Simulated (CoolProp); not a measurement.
Vapour-liquid equilibrium of propane (1) + R152A (2) at 0.454 MPa; x and y are mole fractions of (1).

Model: multi-fluid Helmholtz-energy mixture model, Lemmon 2009 and Outcalt 1996; pair parameters Bell 2016, in CoolProp.

Question: Give the bubble temperature and the first vapour's composition at x = 0.05, 0.8, 0.95. Is there an azeotrope?

Answer: x = 0.05: 284.0 K, y = 0.180; x = 0.8: 268.2 K, y = 0.768; x = 0.95: 270.1 K, y = 0.912. y crosses x between x = 0.725 and 0.8: the model has an azeotrope there.

The pair parameters rest on a limited set of measurements; away from them the model extrapolates.
